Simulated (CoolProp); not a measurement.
Properties of R123 along the isotherm 500 K (Tc = 456.8 K, pc = 3662 kPa, ω = 0.282).

Computed with CoolProp (reference Helmholtz-energy equation of state, Younglove 1994). It is a modified Benedict-Webb-Rubin equation, recast in Helmholtz form.

```
p (kPa)  phase  density (kg/m³)  speed of sound (m/s)  viscosity (µPa s)
-------  -----  ---------------  --------------------  -----------------
5.79       gas           0.2131                 170.2               17.2
8.5        gas           0.3129                 170.2               17.2
12.5       gas           0.4602                 170.2               17.2
18.3       gas           0.6740                 170.1               17.2
26.9       gas           0.9914                 170.0               17.2
39.4       gas            1.453                   [?]               17.2
57.9       gas            2.138                 169.7               17.2
85         gas            3.145                   [?]               17.2
125        gas            4.638                 169.1               17.2
183        gas            6.817                   [?]               17.2
269        gas            10.08                 167.7               17.2
394        gas            14.90                   [?]               17.3
579        gas            22.19                 164.5               17.3
850        gas            33.26                 161.7                [?]
1250       gas            50.51                 157.4                [?]
1830       gas              [?]                   [?]               18.0
```

Q: What belongs in the gaps?

A: 
- 39.4, speed of sound (m/s): 169.9
- 85, speed of sound (m/s): 169.5
- 183, speed of sound (m/s): 168.5
- 394, speed of sound (m/s): 166.4
- 850, viscosity (µPa s): 17.4
- 1250, viscosity (µPa s): 17.5
- 1830, density (kg/m³): 77.84
- 1830, speed of sound (m/s): 150.8

Viscosity comes from a separate model (Tanaka 1996).
